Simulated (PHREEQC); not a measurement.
A solution holds 0.044 mol Na2S and 0.0093 mol HCl per kg of water, at 51 °C. Closed to the air; pH follows from the charge balance.

The numbers come from PHREEQC with the ion-association model, wateq4f.dat.

```
quantity                  before    after
------------------------  ------  -------
pH                         11.48     2.07
ionic strength (mol/kgw)   0.100  0.00930
```

### Question
What was changed between the two runs?
(A) temperature from 51 to 45 °C
(B) diluted 10-fold with water
(C) Na2S left out
(D) temperature from 51 to 80 °C

### Answer
C, Na2S left out

This is a speciation only: nothing precipitates in the calculation. With this much S-2 the pH rests on the database's HS-/S-2 constant; if that pK is higher, the solution is more alkaline. At this temperature some constants are extrapolated from 25 °C, and those without enthalpy data are left unchanged. The database's pK near 12.9 for HS-/S-2 is now thought far too low, so its S-2 is overstated.
